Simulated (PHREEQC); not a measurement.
Dissolve 0.0016 mol H2SO4 and 0.00019 mol LiCl per kg of water at 20 °C. Closed to the air; pH follows from the charge balance.

The numbers come from PHREEQC with the ion-association model, wateq4f.dat.

**Question.** The ionic strength comes out as 0.00447 mol/kgw. What activity coefficients do SO4-2, HSO4-, Cl-, Li+, H+ get?

**Answer.** SO4-2 0.76, HSO4- 0.93, Cl- 0.93, Li+ 0.93, H+ 0.94.

Precipitation was switched off in this run. Species that the database lacks are ignored.
